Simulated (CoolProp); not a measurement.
n-undecane along the isotherm 166.95 °C: fugacity coefficient from the reference equation and from simpler models built on Tc = 365.7 °C, pc = 1.990 MPa, ω = 0.539; each cubic takes its own stable root.

Computed with CoolProp (reference Helmholtz-energy equation of state, Aleksandrov 2011). It is a short technical equation, of lower accuracy than the large ones.

```tsv
p (MPa)	phase	reference	van der Waals	Redlich-Kwong	Soave-Redlich-Kwong	Peng-Robinson
0.905	liquid	0.05311	0.3778	0.1662	0.05406	0.05446
1.81	liquid	0.02824	0.2113	0.08981	0.02905	0.02903
2.71	liquid	0.02005	0.1576	0.06476	0.02084	0.02066
3.62	liquid	0.01596	0.1317	0.05236	0.01677	0.01649
4.52	liquid	0.01359	0.1174	0.04522	0.01442	0.01406
5.43	liquid	0.01203	0.1088	0.04061	0.01289	0.01247
6.33	liquid	0.01096	0.1038	0.03753	0.01186	0.01139
7.24	liquid	0.01018	0.1008	0.03537	0.01113	0.01061
8.14	liquid	0.009620	0.09951	0.03386	0.01062	0.01004
9.05	liquid	0.009195	0.09934	0.03280	0.01025	0.009614
9.95	liquid	0.008880	0.1001	0.03209	0.009994	0.009302
```
